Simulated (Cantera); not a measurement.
A Cantera script and what it prints.

```python
import numpy as np
import cantera as ct

gas_names = """
    B BCL BCL2 BCL3 BO BOCL BO2 B2 B2O B2O2 B2O3 B3O3CL3 CL CLO CL2 O O2 O3
""".split()
cond_names = """
    B(b) B(L) B2O3(L)
""".split()


def load(file, names, dense=False):
    # The tables refer to 1 bar. Condensed volumes are neglected.
    table = {s.name: s for s in ct.Species.list_from_file(file)}
    out = []
    for n in names:
        d = dict(table[n].input_data)
        d["thermo"] = dict(d["thermo"], **{"reference-pressure": 1e5})
        if dense:
            d["equation-of-state"] = {"model": "constant-volume", "density": "1e6 g/cm^3"}
        out.append(ct.Species.from_dict(d))
    return out


gas = ct.Solution(thermo="ideal-gas", species=load("nasa_gas.yaml", gas_names))
cond = {s.name: ct.Solution(thermo="fixed-stoichiometry", species=[s], name=s.name)
        for s in load("nasa_condensed.yaml", cond_names, dense=True)}
atoms = {
    'BCl3': {'B': 1, 'CL': 3},
    'O2': {'O': 2},
}
top_T = {}  # K; cautious upper limits of use, not melting points


def equilibrate(T, P, feed):
    n = {}
    for name, mol in feed.items():
        for a, k in atoms[name].items():
            n[a] = n.get(a, 0.0) + k * mol
    gas.TPX = T, P, n
    mass = sum(n.values()) * gas.mean_molecular_weight
    gas.equilibrate("TP")
    valid = [c for c in cond.values() if c.min_temp <= T <= top_T.get(c.name, c.max_temp)]
    mix = ct.Mixture([(gas, mass / gas.mean_molecular_weight)] + [(c, 0.0) for c in valid])
    mix.T, mix.P = T, P
    mix.equilibrate("TP", solver="vcs", rtol=1e-11, max_steps=5000)
    return mix


results = []
feed = {'BCl3': 1, 'O2': 9.4}  # mol
P = 1333.22  # Pa
for T in [1398, 1498, 1598, 1698, 1798, 1898, 1998, 2098, 2198, 2298, 2398]:
    mix = equilibrate(T, P, feed)
    results.append((T, P, feed, dict(zip(mix.species_names, mix.species_moles))))

top = {s: max(r[3][s] / sum(r[3][g] for g in gas_names) for r in results) for s in gas_names}
cols = sorted((s for s in top if top[s] > 0.001), key=lambda s: -top[s])[:6]
seen = [c for c in cond_names if any(r[3].get(c, 0) > 1e-12 for r in results)]
print("log10 of partial pressures in bar; condensed amounts in mol")
print(f"{'T/K':>10s}" + "".join(f"{s[:9]:>10s}" for s in cols + seen))
for T, P, feed, n in results:
    ng = sum(n[g] for g in gas_names)
    print(f"{T:10.4g}" + "".join(f"{np.log10(max(n[s] / ng * P / 1e5, 1e-99)):10.3f}" for s in cols)
          + "".join(f"{n.get(c, 0):10.4g}" for c in seen))
```

Result:

```
log10 of partial pressures in bar; condensed amounts in mol
       T/K        O2        CL       CL2         O       BO2      B2O3   B2O3(L)
      1398    -1.962    -2.984    -2.863    -7.018    -6.284    -5.640    0.4972
      1498    -1.975    -2.752    -3.025    -6.392    -5.470    -4.681    0.4778
      1598    -1.993    -2.609    -3.289    -5.845    -4.762    -3.849    0.3593
      1698    -2.016    -2.547    -3.652    -5.367    -4.233    -3.302         0
      1798    -2.021    -2.514    -4.020    -4.933    -4.012    -3.323         0
      1898    -2.024    -2.501    -4.382    -4.545    -3.819    -3.350         0
      1998    -2.028    -2.496    -4.722    -4.195    -3.651    -3.386         0
      2098    -2.033    -2.495    -5.037    -3.879    -3.507    -3.435         0
      2198    -2.040    -2.496    -5.328    -3.594    -3.388    -3.501         0
      2298    -2.051    -2.500    -5.598    -3.335    -3.293    -3.585         0
      2398    -2.067    -2.505    -5.852    -3.100    -3.222    -3.691         0
```

Equilibrium computed with Cantera from the NASA thermochemical tables; the gas is ideal and each condensed phase is pure. The tables' values for BOCl are old estimates; treat these amounts as uncertain.
